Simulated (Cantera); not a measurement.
# Roasting and sulfation: MgCO3 + SO3 + H2O

Feed: 1 mol MgCO3, a varied amount of SO3, 1.5 mol H2O, equilibrated at 452 °C and 1400 Pa.

Equilibrium computed with Cantera from the NASA thermochemical tables; the gas is ideal and each condensed phase is pure. Candidate condensed phases: C, C6H6, C7H8, C8H18, H2O, H2SO4, Mg, MgCO3, MgO, Mg(OH)2, MgS, MgSO4, S; 130 gas species. Rates play no part.

| n(SO3) (mol) | x H2O | x CO2 | x SO3 | x SO2 | x O2 | x H2SO4 | n MgO(s) | n MgSO4(s) |
|---|---|---|---|---|---|---|---|---|
| 0.25 | 0.600 | 0.400 | 9.96e-10 | 1.77e-7 | 8.88e-8 | 2.38e-12 | 0.750 | 0.250 |
| 0.5 | 0.600 | 0.400 | 9.96e-10 | 1.77e-7 | 8.87e-8 | 2.38e-12 | 0.500 | 0.500 |
| 0.74 | 0.600 | 0.400 | 9.96e-10 | 1.77e-7 | 8.87e-8 | 2.38e-12 | 0.260 | 0.740 |
| 0.99 | 0.600 | 0.400 | 9.96e-10 | 1.77e-7 | 8.87e-8 | 2.38e-12 | 0.0100 | 0.990 |
| 1.2 | 0.549 | 0.366 | 0.0492 | 0.0239 | 0.0119 | 0.000108 | 0 | 1.00 |
| 1.5 | 0.489 | 0.326 | 0.120 | 0.0432 | 0.0216 | 0.000233 | 0 | 1.00 |
| 1.7 | 0.456 | 0.304 | 0.160 | 0.0525 | 0.0262 | 0.000291 | 0 | 1.00 |
| 2 | 0.415 | 0.277 | 0.213 | 0.0634 | 0.0317 | 0.000352 | 0 | 1.00 |
| 2.2 | 0.391 | 0.261 | 0.244 | 0.0693 | 0.0347 | 0.000379 | 0 | 1.00 |
| 2.4 | 0.370 | 0.247 | 0.271 | 0.0744 | 0.0372 | 0.000399 | 0 | 1.00 |
| 2.7 | 0.342 | 0.229 | 0.307 | 0.0809 | 0.0405 | 0.000419 | 0 | 1.00 |
x: gas mole fraction; n: condensed amount in mol.

From 0.25 mol SO3 to 0.99 mol SO3 the condensed part is MgO(s) + MgSO4(s). From 1.2 mol SO3 to 2.7 mol SO3 the condensed part is MgSO4(s).
